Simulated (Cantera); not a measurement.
A perfectly stirred reactor is fed with CH₄ : H₂ : CO₂ = 0.037 : 1 : 0.047 (molar parts), at 67.5 Torr; it is held at 2175 K, and followed from long to short residence time.

Computed with Cantera and GRI-Mech 3.0 (53 species, 325 reactions).

One state of this run: x CH₄ = 0.00108; x H₂ = 0.901; x CO₂ = 0.000293; x OH = 3.32e-5; x C₂H₄ = 1.83e-6. x: mole fraction; the columns are a selection and need not sum to one.

Question: Which value of τ (s) does it belong to?
A. 0.23
B. 0.11
C. 0.0032
D. 0.0065

Answer: A, 0.23
